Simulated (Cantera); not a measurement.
**Equilibrium for silicon nitride deposition: SiH₄ + N₂**

Feed: 1 mol SiH₄, 1.1 mol N₂, held at 1000 Pa.

Cantera equilibrium calculation (NASA polynomials, part measured and part estimated; ideal gas, pure solids and liquids). Candidate condensed phases: Si, Si₃N₄; 18 gas species. N₂ is the only nitrogen source here; it is nearly inert below about 1500 K, so the nitride shown seldom forms there in practice. The tables' values for SiN are old estimates; treat these amounts as uncertain. Gases not in the tables: Si₂H₆ and higher silanes. Rates play no part.

```csv
T (K),log p H₂,log p N₂,log p H,log p Si,log p SiH,log p Si₂N,n Si₃N₄(s),n Si(l)
948,-2.09,-2.75,-10.32,<-14,<-14,<-14,0.333,0
1048,-2.09,-2.75,-9.15,<-14,<-14,<-14,0.333,0
1148,-2.09,-2.75,-8.19,<-14,<-14,<-14,0.333,0
1248,-2.09,-2.75,-7.37,-13.89,-13.89,<-14,0.333,0
1348,-2.09,-2.75,-6.68,-11.74,-11.98,<-14,0.333,0
1448,-2.09,-2.75,-6.08,-9.89,-10.33,-12.27,0.333,0
1548,-2.09,-2.75,-5.55,-8.28,-8.90,-10.22,0.333,0
1648,-2.09,-2.75,-5.09,-6.87,-7.65,-8.43,0.333,0
1748,-2.19,-2.45,-4.74,-5.84,-6.81,-7.12,0,0.999
1848,-2.19,-2.45,-4.37,-5.20,-6.30,-6.66,0,0.998
1948,-2.20,-2.45,-4.05,-4.63,-5.85,-6.25,0,0.991
2048,-2.20,-2.46,-3.75,-4.12,-5.44,-5.88,0,0.973
```
log p: log10 of the partial pressure in bar; n: condensed amount in mol.

From 948 K to 1648 K the condensed part is Si₃N₄(s). From 1748 K to 2048 K the condensed part is Si(l).
